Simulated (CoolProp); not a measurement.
Properties of decamethylcyclopentasiloxane (D5) along the isotherm 620 K.

Computed with CoolProp (reference Helmholtz-energy equation of state, Thol 2019).

| p (bar) | phase | density (kg/m³) | cv (kJ/(kg K)) | speed of sound (m/s) | Joule-Thomson coefficient (K/MPa) |
|---|---|---|---|---|---|
| 0.0852 | gas | 0.6145 | 1.930 | 118.3 | 8.968 |
| 0.133 | gas | 0.9608 | 1.930 | 118.1 | 8.990 |
| 0.207 | gas | 1.499 | 1.930 | 117.8 | 9.024 |
| 0.322 | gas | 2.341 | 1.931 | 117.4 | 9.079 |
| 0.501 | gas | 3.664 | 1.931 | 116.7 | 9.166 |
| 0.78 | gas | 5.760 | 1.932 | 115.6 | 9.305 |
| 1.21 | gas | 9.072 | 1.934 | 113.9 | 9.532 |
| 1.89 | gas | 14.53 | 1.936 | 111.0 | 9.925 |
| 2.94 | gas | 23.59 | 1.940 | 106.4 | 10.63 |
| 4.58 | gas | 39.65 | 1.946 | 98.19 | 12.06 |
| 7.14 | gas | 72.42 | 1.960 | 82.27 | 15.92 |
| 17.3 | supercritical | 504.7 | 1.990 | 126.2 | 2.755 |
| 26.9 | supercritical | 551.9 | 1.984 | 181.9 | 1.143 |
